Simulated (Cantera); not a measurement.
Charge: 1 mol BN, 2 mol O2, 0.42 mol H2, held at 1.30 mbar.

Equilibrium computed with Cantera from the NASA thermochemical tables; the gas is ideal and each condensed phase is pure. Candidate condensed phases: B, BN, B2O3, B3O3H3, H2O; 39 gas species. Gases not in the tables: H3BO3. Equilibrium is a limit: real reactors are often held back by kinetics, nucleation or transport.

Which condensed phases are stable at each of these points (T (K)): 1075, 1175, 1275, 1375, 1475, 1575, 1675, 1775, 1875, 1975, 2075?


```json
[
 {"T (K)": "1075", "condensed phases": "B2O3(l)", "B condensed (%)": "99.7"},
 {"T (K)": "1175", "condensed phases": "B2O3(l)", "B condensed (%)": "98.5"},
 {"T (K)": "1275", "condensed phases": "B2O3(l)", "B condensed (%)": "94.4"},
 {"T (K)": "1375", "condensed phases": "B2O3(l)", "B condensed (%)": "83.0"},
 {"T (K)": "1475", "condensed phases": "B2O3(l)", "B condensed (%)": "57.6"},
 {"T (K)": "1575", "condensed phases": "B2O3(l)", "B condensed (%)": "0.2"},
 {"T (K)": "1675", "condensed phases": "gas only", "B condensed (%)": "0.0"},
 {"T (K)": "1775", "condensed phases": "gas only", "B condensed (%)": "0.0"},
 {"T (K)": "1875", "condensed phases": "gas only", "B condensed (%)": "0.0"},
 {"T (K)": "1975", "condensed phases": "gas only", "B condensed (%)": "0.0"},
 {"T (K)": "2075", "condensed phases": "gas only", "B condensed (%)": "0.0"}
]
```

From 1075 K to 1575 K the condensed part is B2O3(l). From 1675 K to 2075 K nothing is condensed.
